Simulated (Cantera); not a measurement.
## Transport properties of process gases

Gas mixture: NH₃ = 0.85 (molar parts), at 750 Torr, frozen composition.

Cantera's kinetic-theory transport with the Lennard-Jones parameters of GRI-Mech 3.0, ideal gas; thermal conductivity in the mixture-averaged form. Polar gases are described roughly by these parameters. The composition is frozen, though it would react at the higher temperatures.

```json
[
 {"T (K)": "400", "ρ (kg/m³)": "0.512", "cp (J/kg/K)": "2269", "μ (µPa s)": "13.9", "λ (mW/m/K)": "44.3", "Pr": "0.713", "D (cm²/s) CH₄": "0.392", "D (cm²/s) CH₃": "0.396", "D (cm²/s) OH": "0.602"},
 {"T (K)": "550", "ρ (kg/m³)": "0.372", "cp (J/kg/K)": "2565", "μ (µPa s)": "19.2", "λ (mW/m/K)": "68.6", "Pr": "0.717", "D (cm²/s) CH₄": "0.713", "D (cm²/s) CH₃": "0.719", "D (cm²/s) OH": "1.07"},
 {"T (K)": "700", "ρ (kg/m³)": "0.293", "cp (J/kg/K)": "2844", "μ (µPa s)": "24.3", "λ (mW/m/K)": "95.8", "Pr": "0.721", "D (cm²/s) CH₄": "1.11", "D (cm²/s) CH₃": "1.11", "D (cm²/s) OH": "1.64"},
 {"T (K)": "850", "ρ (kg/m³)": "0.241", "cp (J/kg/K)": "3087", "μ (µPa s)": "29.1", "λ (mW/m/K)": "125", "Pr": "0.721", "D (cm²/s) CH₄": "1.56", "D (cm²/s) CH₃": "1.57", "D (cm²/s) OH": "2.29"},
 {"T (K)": "1000", "ρ (kg/m³)": "0.205", "cp (J/kg/K)": "3319", "μ (µPa s)": "33.6", "λ (mW/m/K)": "154", "Pr": "0.725", "D (cm²/s) CH₄": "2.08", "D (cm²/s) CH₃": "2.09", "D (cm²/s) OH": "3.03"},
 {"T (K)": "1150", "ρ (kg/m³)": "0.178", "cp (J/kg/K)": "3518", "μ (µPa s)": "37.9", "λ (mW/m/K)": "184", "Pr": "0.726", "D (cm²/s) CH₄": "2.65", "D (cm²/s) CH₃": "2.66", "D (cm²/s) OH": "3.84"},
 {"T (K)": "1300", "ρ (kg/m³)": "0.158", "cp (J/kg/K)": "3695", "μ (µPa s)": "42.0", "λ (mW/m/K)": "213", "Pr": "0.728", "D (cm²/s) CH₄": "3.27", "D (cm²/s) CH₃": "3.28", "D (cm²/s) OH": "4.72"},
 {"T (K)": "1450", "ρ (kg/m³)": "0.141", "cp (J/kg/K)": "3852", "μ (µPa s)": "45.9", "λ (mW/m/K)": "243", "Pr": "0.729", "D (cm²/s) CH₄": "3.94", "D (cm²/s) CH₃": "3.95", "D (cm²/s) OH": "5.67"},
 {"T (K)": "1600", "ρ (kg/m³)": "0.128", "cp (J/kg/K)": "3990", "μ (µPa s)": "49.6", "λ (mW/m/K)": "271", "Pr": "0.730", "D (cm²/s) CH₄": "4.66", "D (cm²/s) CH₃": "4.66", "D (cm²/s) OH": "6.69"}
]
```
D: mixture-averaged diffusion coefficient of that species in the mixture.
